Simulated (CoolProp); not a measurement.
Saturation properties of carbon dioxide (Tc = 304.1 K, pc = 7.377 MPa, ω = 0.224).

Values from CoolProp's reference Helmholtz-energy equation of state, Span 1996.

```
T (K)  p (MPa)  liquid cp (kJ/(kg K))  vapour viscosity (µPa s)
-----  -------  ---------------------  ------------------------
223.3   0.6865                  1.972                      11.2
229.7   0.8828                  1.996                      11.6
236      1.114                  2.027                      11.9
242.3    1.387                  2.067                      12.3
248.6    1.707                  2.119                      12.6
254.9    2.078                  2.186                      13.1
261.2    2.505                  2.274                      13.5
267.6    3.000                  2.396                      14.0
273.9    3.555                  2.566                      14.6
280.2    4.182                  2.824                      15.4
286.5    4.888                  3.264                      16.3
292.8    5.682                  4.183                      17.7
```

Viscosity comes from a separate model (Laesecke 2017).
